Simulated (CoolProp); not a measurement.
Saturation properties of oxygen.

Model: reference Helmholtz-energy equation of state, Schmidt 1985, in CoolProp.

```csv
T (K),p (bar),enthalpy of vaporisation (kJ/kg),vapour Z,surface tension (mN/m),liquid viscosity (µPa s),vapour viscosity (µPa s)
90.3,1.025,212.9,0.9677,13.1,194,6.96
94.4,1.541,208.8,0.9565,12.1,175,7.28
98.5,2.235,204.3,0.9432,11.1,158,7.61
102.6,3.141,199.5,0.9276,10.1,144,[?]
106.7,4.297,194.3,0.9096,9.14,[?],8.27
110.8,5.740,188.5,0.8892,8.19,119,8.61
114.9,7.508,182.3,0.8663,7.26,109,8.97
119,9.642,175.4,0.8407,6.36,99.6,9.33
123.1,12.18,167.9,0.8124,5.47,[?],9.72
127.2,15.17,159.4,[?],[?],82.8,10.1
131.2,[?],150.3,0.7468,3.80,75.4,10.6
135.3,[?],139.6,0.7077,3.00,[?],11.1
139.4,27.15,127.2,0.6634,2.24,61.2,11.7
143.5,32.39,112.3,0.6120,1.52,54.4,12.5
```

Q: Some entries are withheld; supply them.

A: 
- 102.6, vapour viscosity (µPa s): 7.94
- 106.7, liquid viscosity (µPa s): 131
- 123.1, liquid viscosity (µPa s): 90.9
- 127.2, vapour Z: 0.7809
- 127.2, surface tension (mN/m): 4.61
- 131.2, p (bar): 18.56
- 135.3, p (bar): 22.56
- 135.3, liquid viscosity (µPa s): 68.2

It boils at 90.2 K under 1 atm.

Viscosity comes from a separate model (Lemmon 2004). Surface tension comes from a separate correlation (Mulero 2012).
